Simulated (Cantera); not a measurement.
Gas mixture: NO = 0.3 (molar parts), at 0.987 atm, frozen composition.

Cantera's kinetic-theory transport with the Lennard-Jones parameters of GRI-Mech 3.0, ideal gas; thermal conductivity in the multicomponent form. The composition is frozen, though it would react at the higher temperatures.

D: mixture-averaged diffusion coefficient of that species in the mixture.

```csv
T (K),ρ (kg/m³),cp (J/kg/K),μ (µPa s),λ (mW/m/K),Pr,D (cm²/s) CH₃,D (cm²/s) C₂H₂,D (cm²/s) H
400,0.902,998.6,23.1,32.5,0.711,0.375,0.280,2.06
500,0.722,1016,27.0,38.7,0.709,0.553,0.414,3.03
600,0.601,1041,___,___,0.708,___,___,___
700,0.516,1067,___,___,0.708,___,___,___
800,0.451,1092,37.1,57.3,0.708,1.23,0.930,6.75
900,0.401,1114,40.1,63.1,0.707,1.50,1.13,8.22
1000,0.361,1133,42.9,68.8,0.707,1.79,1.36,9.81
1100,0.328,1147,45.7,74.1,0.707,2.10,1.59,11.5
```

**Question.** What belongs in the gaps?

**Answer.** 
- 600, μ (µPa s): 30.6
- 600, λ (mW/m/K): 45.0
- 600, D (cm²/s) CH₃: 0.756
- 600, D (cm²/s) C₂H₂: 0.569
- 600, D (cm²/s) H: 4.14
- 700, μ (µPa s): 34.0
- 700, λ (mW/m/K): 51.2
- 700, D (cm²/s) CH₃: 0.982
- 700, D (cm²/s) C₂H₂: 0.741
- 700, D (cm²/s) H: 5.38
